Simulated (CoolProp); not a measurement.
Vapour-liquid equilibrium of propane (1) + dimethyl ether (2) at 320.2 K; x and y are mole fractions of (1).

Values from CoolProp's multi-fluid Helmholtz-energy mixture model, Lemmon 2009 and Wu 2011; pair parameters Bell 2016.

Q: Give the bubble pressure and the first vapour's composition at x = 0.05, 0.2, 0.65. Is there an azeotrope?

A: x = 0.05: 1.130 MPa, y = 0.093; x = 0.2: 1.293 MPa, y = 0.302; x = 0.65: 1.568 MPa, y = 0.692. y crosses x between x = 0.8 and 0.95: the model has an azeotrope there.

The pair parameters rest on a limited set of measurements; away from them the model extrapolates.
